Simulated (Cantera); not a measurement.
Feed: 1 mol HCl, 0.054 mol H2O, held at 110 Pa.

Method: chemical equilibrium by Gibbs-energy minimisation in Cantera with the NASA 1993 tables (ideal gas, pure condensed phases). Candidate condensed phases: H2O; 29 gas species. Ions and electrons are included (thermal ionisation). The numbers say what is thermodynamically allowed, not how fast it happens.

Q: At 3250 K, list the 7 most abundant gas species with their mole fractions, and the condensed phases.

A: H 0.506, Cl 0.462, O 0.0249, HCl 0.00372, H2 0.00274, OH 0.000226, O2 1.09e-5. Condensed: gas only.
